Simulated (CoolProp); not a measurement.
Saturation properties of tetrahydrofuran (Tc = 540.2 K, pc = 5304 kPa, ω = 0.234).

Model: reference Helmholtz-energy equation of state, Fiedler 2023, in CoolProp.

| T (K) | p (kPa) | vapour density (kg/m³) | enthalpy of vaporisation (kJ/kg) | liquid cp (kJ/(kg K)) |
|---|---|---|---|---|
| 269.8 | 5.327 | 0.1717 | 465.5 | (withheld) |
| 284 | 11.20 | 0.3439 | 455.6 | 1.674 |
| 298.1 | 21.59 | 0.6334 | 445.8 | 1.724 |
| 312.3 | 38.95 | (withheld) | 435.8 | 1.777 |
| 326.5 | 66.17 | 1.794 | 425.6 | 1.833 |
| 340.6 | 106.4 | 2.791 | 415.2 | 1.890 |
| 354.8 | 164.3 | 4.186 | 404.4 | 1.951 |
| 368.9 | 243.6 | 6.052 | 393.1 | 2.014 |
| 383.1 | 350.1 | (withheld) | 381.2 | (withheld) |

Q: What belongs in the gaps?

A: 
- 269.8, liquid cp (kJ/(kg K)): 1.629
- 312.3, vapour density (kg/m³): 1.096
- 383.1, vapour density (kg/m³): 8.525
- 383.1, liquid cp (kJ/(kg K)): 2.079

It boils at 339.1 K under 1 atm.
